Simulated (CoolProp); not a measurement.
Saturated liquid density (kg/m³) of CH3F (R41): the reference equation beside estimates from Tc = 317.3 K, pc = 5906 kPa, ω = 0.200. Rackett uses Z = 0.29056 − 0.08775 ω.

The numbers come from the reference Helmholtz-energy equation of state, Lemmon 2006 in CoolProp. It is a short technical equation, of lower accuracy than the large ones.

```json
[
 {"T (K)": "177.1", "reference": "917.1", "Rackett": "780.4", "van der Waals": "482.7", "Redlich-Kwong": "713.6", "Soave-Redlich-Kwong": "726.6", "Peng-Robinson": "819.1"},
 {"T (K)": "179.7", "reference": "911.9", "Rackett": "776.1", "van der Waals": "480.2", "Redlich-Kwong": "709.3", "Soave-Redlich-Kwong": "722.8", "Peng-Robinson": "815.0"},
 {"T (K)": "182.4", "reference": "906.5", "Rackett": "(withheld)", "van der Waals": "477.6", "Redlich-Kwong": "704.9", "Soave-Redlich-Kwong": "718.8", "Peng-Robinson": "810.7"},
 {"T (K)": "185", "reference": "901.3", "Rackett": "767.3", "van der Waals": "475.0", "Redlich-Kwong": "700.6", "Soave-Redlich-Kwong": "714.8", "Peng-Robinson": "(withheld)"},
 {"T (K)": "187.7", "reference": "895.8", "Rackett": "762.8", "van der Waals": "472.4", "Redlich-Kwong": "696.0", "Soave-Redlich-Kwong": "710.6", "Peng-Robinson": "802.0"},
 {"T (K)": "190.3", "reference": "890.5", "Rackett": "758.3", "van der Waals": "469.7", "Redlich-Kwong": "(withheld)", "Soave-Redlich-Kwong": "706.5", "Peng-Robinson": "797.6"},
 {"T (K)": "193", "reference": "884.9", "Rackett": "753.7", "van der Waals": "467.0", "Redlich-Kwong": "686.8", "Soave-Redlich-Kwong": "702.2", "Peng-Robinson": "792.9"},
 {"T (K)": "195.6", "reference": "879.5", "Rackett": "749.2", "van der Waals": "464.3", "Redlich-Kwong": "682.1", "Soave-Redlich-Kwong": "697.9", "Peng-Robinson": "788.3"},
 {"T (K)": "198.3", "reference": "873.8", "Rackett": "744.5", "van der Waals": "461.5", "Redlich-Kwong": "(withheld)", "Soave-Redlich-Kwong": "693.4", "Peng-Robinson": "783.5"},
 {"T (K)": "200.9", "reference": "(withheld)", "Rackett": "739.9", "van der Waals": "458.8", "Redlich-Kwong": "672.5", "Soave-Redlich-Kwong": "689.0", "Peng-Robinson": "778.7"},
 {"T (K)": "203.6", "reference": "862.5", "Rackett": "735.1", "van der Waals": "455.9", "Redlich-Kwong": "667.5", "Soave-Redlich-Kwong": "684.3", "Peng-Robinson": "(withheld)"},
 {"T (K)": "206.2", "reference": "856.9", "Rackett": "730.4", "van der Waals": "453.1", "Redlich-Kwong": "662.5", "Soave-Redlich-Kwong": "679.7", "Peng-Robinson": "768.6"},
 {"T (K)": "208.9", "reference": "850.9", "Rackett": "725.5", "van der Waals": "(withheld)", "Redlich-Kwong": "657.3", "Soave-Redlich-Kwong": "674.9", "Peng-Robinson": "763.3"}
]
```

### Question
Complete the blanks.

### Answer

- 182.4, Rackett: 771.6
- 185, Peng-Robinson: 806.5
- 190.3, Redlich-Kwong: 691.5
- 198.3, Redlich-Kwong: 677.3
- 200.9, reference: 868.3
- 203.6, Peng-Robinson: 773.6
- 208.9, van der Waals: 450.1

Absolute difference from the reference over all 13 rows, mean and median: Rackett 14.8 and 14.8 %, van der Waals 47.2 and 47.2 %, Redlich-Kwong 22.4 and 22.4 %, Soave-Redlich-Kwong 20.7 and 20.7 %, Peng-Robinson 10.4 and 10.4 %.
